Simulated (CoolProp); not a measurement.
The fluid at 298.15 K and 0.0123 MPa flows at 18 m/s in a round tube of 6 mm bore and 45 µm roughness, fully developed (64/Re and Nu = 3.66 if laminar; Colebrook and Gnielinski if turbulent). The same conditions are run with several fluids, on thermodynamics alone (safety and materials aside).

Values from CoolProp's reference Helmholtz-energy equation of state of each fluid (R245fa: Akasaka 2015; c-C4F8 (RC318): Platzer 1990; R124: de Vries 1995). The equations of Platzer and Polt are older, rougher fits.

```
fluid           Reynolds number  Darcy friction factor  pressure drop (Pa/m)  heat-transfer coefficient (W/(m² K))  mass flow (kg/h)
--------------  ---------------  ---------------------  --------------------  ------------------------------------  ----------------
R245fa                     6110                 0.0435                   784                            (withheld)              1.22
c-C4F8 (RC318)       (withheld)                 0.0408                  1100                            (withheld)              1.82
R124                 (withheld)             (withheld)                   807                            (withheld)              1.24
```

Task: Fill in the missing entries.

Result: 
- R245fa, heat-transfer coefficient (W/(m² K)): 61.5
- c-C4F8 (RC318), Reynolds number: 9350
- c-C4F8 (RC318), heat-transfer coefficient (W/(m² K)): 76.5
- R124, Reynolds number: 5690
- R124, Darcy friction factor: 0.0440
- R124, heat-transfer coefficient (W/(m² K)): 49.8

Transport values come from each fluid's own correlations; those of R245fa, c-C4F8 (RC318), R124 are estimates that may be off by 10 % or more.
